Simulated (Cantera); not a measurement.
## Metals in furnace atmospheres: Cu + H2O + N2

A closed system holds: 1 mol Cu, 0.61 mol H2O, 2.2 mol N2.

Method: chemical equilibrium by Gibbs-energy minimisation in Cantera with the NASA 1993 tables (ideal gas, pure condensed phases). Candidate condensed phases: Cu, CuO, Cu(OH)2, Cu2O, H2O; 27 gas species. Each liquid is taken as pure. Mutual solubility and eutectic melting of coexisting phases are not modelled. The numbers say what is thermodynamically allowed, not how fast it happens.

### Question
Map the stable condensed phases over T = 823, 923, 1023, 1123, 1223, 1323, 1423, 1523, 1623, 1723, 1823 K and P in Pa = 10, 35, 120, 440, 1600, 5500, 19000, 68000, 240000, 850000, 3000000.

### Answer
```
T in K \ P in Pa
              10      35     120     440    1600    5500   19000   68000  240000  850000 3000000
   1823        A       A       A       B       B       B       B       B       B       B       B
   1723        A       A       B       B       B       B       B       B       B       B       B
   1623        A       B       B       B       B       B       B       B       B       B       C
   1523        B       B       B       B       B       B       B       B       B       B       C
   1423        B       B       B       B       B       B       B       B       B       C       C
   1323        B       B       B       B       B       B       B       B       B       C       C
   1223        B       B       B       B       B       B       B       B       B       B       B
   1123        B       B       B       B       B       B       B       B       B       B       B
   1023        B       B       B       B       B       B       B       B       B       B       B
    923        B       B       B       B       B       B       B       B       B       B       B
    823        B       B       B       B       B       B       B       B       B       B       B
```
A: gas only; B: Cu; C: Cu + Cu2O.
